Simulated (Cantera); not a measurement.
Cantera run, input and output.

```python
import numpy as np
import cantera as ct

gas = ct.Solution("gri30.yaml")
gas.TPX = 2673, 19000, {'CH4': 0.0075, 'H2': 1, 'O2': 0.011}
inlet = ct.Reservoir(gas, clone=True)

reactor = ct.IdealGasConstPressureReactor(gas, energy="off", clone=False)
exhaust = ct.Reservoir(gas, clone=True)
tau = [0.42, 0.2, 0.099, 0.048, 0.024, 0.012, 0.0057, 0.0028, 0.0013][0]
for a, b in ((inlet, reactor), (reactor, exhaust)):
    ct.MassFlowController(a, b, mdot=lambda t: reactor.mass / tau)
net = ct.ReactorNet([reactor])
show = ['CH4', 'H2', 'O2', 'C2H4', 'CH3', 'CO2']

rows = []
print(f"{'tau/s':>10s}{'T/K':>9s}" + "".join(f"{s:>11s}" for s in show))
for tau in [0.42, 0.2, 0.099, 0.048, 0.024, 0.012, 0.0057, 0.0028, 0.0013]:
    net.initial_time = 0.0
    net.advance(30 * tau)
    before = gas.X
    net.advance(40 * tau)
    drift = np.max(np.abs(gas.X - before) / (gas.X + 1e-9))
    rows.append([gas.T, *gas[show].X, drift])
    print(f"{tau:10.3e}{gas.T:9.1f}" + "".join(f"{x:11.3e}" for x in gas[show].X))
```

Output:

```
     tau/s      T/K        CH4         H2         O2       C2H4        CH3        CO2
 4.200e-01   2673.0  5.075e-07  8.702e-01  2.444e-07  4.543e-12  1.082e-06  1.547e-05
 2.000e-01   2673.0  1.102e-06  8.713e-01  2.939e-07  2.093e-11  2.326e-06  1.547e-05
 9.900e-02   2673.0  2.374e-06  8.733e-01  3.939e-07  9.357e-11  4.908e-06  1.547e-05
 4.800e-02   2673.0  5.563e-06  8.773e-01  6.193e-07  4.786e-10  1.103e-05  1.548e-05
 2.400e-02   2673.0  1.384e-05  8.841e-01  1.113e-06  2.611e-09  2.544e-05  1.546e-05
 1.200e-02   2673.0  3.818e-05  8.946e-01  2.302e-06  1.605e-08  6.183e-05  1.537e-05
 5.700e-03   2673.0  1.121e-04  9.073e-01  5.566e-06  1.012e-07  1.516e-04  1.489e-05
 2.800e-03   2673.0  2.635e-04  9.174e-01  1.327e-05  4.019e-07  2.998e-04  1.346e-05
 1.300e-03   2673.0  5.500e-04  9.253e-01  3.359e-05  1.213e-06  5.280e-04  1.052e-05
```

Model: GRI-Mech 3.0 (53 species, 325 reactions), integrated in Cantera.
